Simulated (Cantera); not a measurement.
Feed: 1 mol Si, a varied amount of Br₂, 0.15 mol N₂, 20 mol HBr, held at 1450 K and 13.3 mbar.

These are equilibrium values from Cantera (NASA tables, ideal gas, pure condensed phases), not measurements of a reactor. Candidate condensed phases: Br₂, Si, Si₃N₄; 28 gas species. The tables' values for SiBr₃ are old estimates; treat these amounts as uncertain. Equilibrium is a limit: real reactors are often held back by kinetics, nucleation or transport.

Problem. At 4.7 mol Br₂, list the 4 most abundant gas species with their mole fractions, and the condensed phases.

Solution. HBr 0.754, Br 0.191, SiBr₄ 0.0362, Br₂ 0.00943. Condensed: gas only.
